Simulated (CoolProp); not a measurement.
Vapour-liquid equilibrium of isobutene (1) + n-octane (2) at 66.15 °C; x and y are mole fractions of (1).

Model: multi-fluid Helmholtz-energy mixture model, Lemmon 2005 and Beckmüller 2019; pair parameters Bell 2016, in CoolProp.

```json
[
 {"x": "0.05", "bubble pressure, mixture model (kPa)": "53.57", "bubble pressure, Raoult's law (kPa)": "58.00", "y, mixture model": "0.752", "y, Raoult's law": "0.778"},
 {"x": "0.125", "bubble pressure, mixture model (kPa)": "112.3", "bubble pressure, Raoult's law (kPa)": "124.6", "y, mixture model": "0.887", "y, Raoult's law": "0.905"},
 {"x": "0.2", "bubble pressure, mixture model (kPa)": "170.7", "bubble pressure, Raoult's law (kPa)": "191.3", "y, mixture model": "0.929", "y, Raoult's law": "0.943"},
 {"x": "0.275", "bubble pressure, mixture model (kPa)": "229.8", "bubble pressure, Raoult's law (kPa)": "257.9", "y, mixture model": "0.950", "y, Raoult's law": "0.962"},
 {"x": "0.35", "bubble pressure, mixture model (kPa)": "290.3", "bubble pressure, Raoult's law (kPa)": "324.5", "y, mixture model": "0.963", "y, Raoult's law": "0.973"},
 {"x": "0.425", "bubble pressure, mixture model (kPa)": "352.5", "bubble pressure, Raoult's law (kPa)": "391.1", "y, mixture model": "0.972", "y, Raoult's law": "0.980"},
 {"x": "0.5", "bubble pressure, mixture model (kPa)": "416.8", "bubble pressure, Raoult's law (kPa)": "457.8", "y, mixture model": "0.978", "y, Raoult's law": "0.985"},
 {"x": "0.575", "bubble pressure, mixture model (kPa)": "483.2", "bubble pressure, Raoult's law (kPa)": "524.4", "y, mixture model": "0.983", "y, Raoult's law": "0.989"},
 {"x": "0.65", "bubble pressure, mixture model (kPa)": "551.7", "bubble pressure, Raoult's law (kPa)": "591.0", "y, mixture model": "0.987", "y, Raoult's law": "0.992"},
 {"x": "0.725", "bubble pressure, mixture model (kPa)": "622.2", "bubble pressure, Raoult's law (kPa)": "657.7", "y, mixture model": "0.991", "y, Raoult's law": "0.994"},
 {"x": "0.8", "bubble pressure, mixture model (kPa)": "694.8", "bubble pressure, Raoult's law (kPa)": "724.3", "y, mixture model": "0.994", "y, Raoult's law": "0.996"},
 {"x": "0.875", "bubble pressure, mixture model (kPa)": "769.5", "bubble pressure, Raoult's law (kPa)": "790.9", "y, mixture model": "0.996", "y, Raoult's law": "0.998"},
 {"x": "0.95", "bubble pressure, mixture model (kPa)": "847.4", "bubble pressure, Raoult's law (kPa)": "857.5", "y, mixture model": "0.998", "y, Raoult's law": "0.999"}
]
```

The largest gap from Raoult's law is -10.9 % in bubble pressure, at x = 0.275. No azeotrope shows between x = 0.05 and 0.95.

Pair parameters are fitted to limited data, so mixtures are less certain than the pure fluids.
